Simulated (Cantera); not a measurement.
Charge: 1 mol BCl₃, 9 mol H₂O, equilibrated at 56.0 Pa.

Method: chemical equilibrium by Gibbs-energy minimisation in Cantera with the NASA 1993 tables (ideal gas, pure condensed phases). Candidate condensed phases: B, B₂O₃, B₃O₃H₃, H₂O; 33 gas species. The tables' values for BOCl are old estimates; treat these amounts as uncertain. The numbers say what is thermodynamically allowed, not how fast it happens.

x: gas mole fraction; nothing condenses.

```tsv
T (K)	x H₂O	x HCl	x H₂	x HBO₂	x H	x Cl	x OH	x O₂	x O
1900	0.590	0.232	0.0354	0.0841	0.00631	0.0312	0.00863	0.00840	0.00116
1925	0.582	0.228	___	0.0832	___	___	___	___	___
1950	0.573	0.222	0.0450	0.0823	0.0103	0.0381	0.0119	0.0111	0.00201
1975	0.564	0.217	___	0.0812	___	___	___	___	___
2000	0.553	0.211	0.0561	0.0800	0.0163	0.0456	0.0160	0.0144	0.00339
2025	0.540	0.205	0.0622	0.0787	0.0203	0.0496	0.0184	0.0163	0.00436
2050	0.527	0.198	0.0686	0.0772	0.0251	0.0537	0.0211	0.0183	0.00556
2075	0.512	0.191	0.0753	0.0755	0.0309	0.0579	0.0240	0.0205	0.00705
2100	0.495	0.184	0.0822	0.0736	0.0377	0.0621	0.0271	0.0228	0.00886
2125	0.477	0.176	0.0891	0.0716	0.0458	0.0664	0.0304	0.0252	0.0111
2150	0.457	0.168	0.0961	0.0693	0.0553	0.0706	0.0339	0.0277	0.0137
2175	0.435	0.159	0.103	0.0668	0.0662	0.0748	0.0376	0.0302	0.0169
2200	0.412	0.151	0.110	0.0641	0.0788	0.0788	0.0413	0.0327	0.0207
```

Question: Fill in the missing entries.

Answer: 
- 1925, x H₂: 0.0400
- 1925, x H: 0.00808
- 1925, x Cl: 0.0346
- 1925, x OH: 0.0102
- 1925, x O₂: 0.00968
- 1925, x O: 0.00153
- 1975, x H₂: 0.0504
- 1975, x H: 0.0130
- 1975, x Cl: 0.0418
- 1975, x OH: 0.0138
- 1975, x O₂: 0.0127
- 1975, x O: 0.00262
